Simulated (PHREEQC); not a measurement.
0.29 g of hydrous ferric oxide (600 m²/g; 0.2 weak and 0.005 strong sites per Fe, Dzombak-Morel constants, diffuse double layer) in 1 kg of water with 0.3 mol/kgw of an inert sodium salt and 0.0011 mol/kgw CuSO4 and 0.00076 mol/kgw CaCl2, at 25 °C; the pH is set by adding NaOH or the inert anion's acid. Oxygen is held at 0.21 atm. No CO2 enters from the air. Nothing may precipitate in this run.

All values are PHREEQC results (ion-association model, wateq4f.dat), not measurements.

| pH | S sorbed (%) | Cu sorbed (%) | Ca sorbed (%) | surface charge σ (C/m²) | surface potential ψ (mV) |
|---|---|---|---|---|---|
| 3 | 16.7 | 0.0 | 0.0 | 0.166 | 86 |
| 3.67 | 16.6 | ? | 0.0 | 0.165 | 85 |
| 4.33 | 16.0 | ? | 0.0 | 0.162 | 85 |
| 5 | 13.6 | 16.1 | 0.0 | 0.163 | 85 |
| 5.67 | ? | ? | 0.0 | 0.189 | ? |
| 6.33 | 7.0 | 50.9 | 0.0 | 0.229 | 101 |
| 7 | 5.5 | 53.1 | 0.0 | 0.252 | 106 |
| 7.67 | 4.5 | 50.9 | 0.0 | 0.231 | 102 |
| 8.33 | 1.8 | 43.6 | 0.0 | 0.163 | 85 |
| 9 | 0.2 | 36.3 | 0.1 | 0.085 | 56 |
| 9.67 | 0.0 | 30.5 | 1.7 | 0.029 | 22 |
| 10.33 | 0.0 | ? | 15.4 | -0.008 | -6 |
| 11 | 0.0 | 4.0 | 34.8 | -0.025 | -19 |

Some entries are withheld; supply them.


- 3.67, Cu sorbed (%): 0.4
- 4.33, Cu sorbed (%): 2.4
- 5.67, S sorbed (%): 9.6
- 5.67, Cu sorbed (%): 41.8
- 5.67, surface potential ψ (mV): 92
- 10.33, Cu sorbed (%): 18.3

Along this series the solution becomes supersaturated in solids that the run did not let form, among them Cu(OH)2, Brochantite, Antlerite, Atacamite. The database's constant for dissolved Cu(OH)2 is higher than later reviews accept. The oxide is taken as insoluble; below pH 4 it would dissolve.
